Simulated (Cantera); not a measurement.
Input (Python, Cantera):

```python
import numpy as np
import cantera as ct

gas = ct.Solution("gri30.yaml")
gas.TPX = 1348, 100000, {'N2O': 1, 'N2': 8.1}
reactor = ct.IdealGasConstPressureReactor(gas, energy="off", clone=False)
net = ct.ReactorNet([reactor])
net.rtol, net.atol = 1e-08, 1e-18
show = ['N2O', 'NO', 'N2', 'NO2', 'O2', 'O']
times = np.geomspace(3e-06, 200, 10)

steps = ct.SolutionArray(gas, extra=["t"])
rows = []
print(f"{'t/s':>10s}{'T/K':>9s}{'P/Pa':>11s}" + "".join(f"{s:>11s}" for s in show))
for t in times:
    while net.time < t:
        t_next = net.step()
        steps.append(gas.state, t=t_next)
    rows.append([np.interp(t, steps.t, y) for y in (steps.T, steps.P, *steps(*show).X.T)])
    print(f"{t:10.3e}{rows[-1][0]:9.1f}{rows[-1][1]:11.4g}" + "".join(f"{x:11.3e}" for x in rows[-1][2:]))
rate = np.gradient(steps.T, steps.t)
print("integrator steps:", len(steps.t))
if steps.T.max() > steps.T[0] + 200:
    print(f"time of steepest temperature rise: {steps.t[rate.argmax()]:.4e} s")
gas.TPX = 1348, 100000, {'N2O': 1, 'N2': 8.1}
gas.equilibrate("TP")
print(f"equilibrium (TP): T = {gas.T:.1f} K  " + "  ".join(f"{s} {gas[s].X[0]:.3e}" for s in show))
```

It prints:

```
       t/s      T/K       P/Pa        N2O         NO         N2        NO2         O2          O
 3.000e-06   1348.0      1e+05  1.099e-01  1.711e-08  8.901e-01  4.849e-15  4.135e-08  1.114e-06
 2.220e-05   1348.0      1e+05  1.099e-01  7.819e-07  8.901e-01  9.943e-12  1.890e-06  6.331e-06
 1.643e-04   1348.0      1e+05  1.098e-01  1.733e-05  8.902e-01  4.778e-09  4.190e-05  1.313e-05
 1.216e-03   1348.0      1e+05  1.089e-01  1.560e-04  8.905e-01  3.292e-07  3.779e-04  1.322e-05
 9.004e-03   1348.0      1e+05  1.028e-01  1.132e-03  8.933e-01  7.522e-06  2.769e-03  1.294e-05
 6.664e-02   1348.0      1e+05  6.877e-02  6.335e-03  9.086e-01  5.210e-05  1.626e-02  1.087e-05
 4.932e-01   1348.0      1e+05  7.603e-03  1.331e-02  9.373e-01  1.083e-04  4.172e-02  2.646e-06
 3.651e+00   1348.0      1e+05  1.561e-07  1.356e-02  9.411e-01  5.637e-05  4.525e-02  8.748e-08
 2.702e+01   1348.0      1e+05  7.288e-08  1.355e-02  9.411e-01  5.631e-05  4.525e-02  8.743e-08
 2.000e+02   1348.0      1e+05  7.234e-08  1.348e-02  9.412e-01  5.604e-05  4.529e-02  8.747e-08
integrator steps: 1177
equilibrium (TP): T = 1348.0 K  N2O 2.086e-08  NO 2.933e-04  N2 9.478e-01  NO2 1.306e-06  O2 5.194e-02  O 9.359e-08
```

Computed with Cantera and GRI-Mech 3.0 (53 species, 325 reactions). GRI-Mech 3.0 was tuned for natural gas; its chemistry of N2O as a main component is partial and can be far from experiment. The mechanism lacks the step 2 NO + O2 → 2 NO2, which can matter for NO2 below about 1400 K. The temperature is held fixed by assumption; the heat of reaction is taken as removed at once.
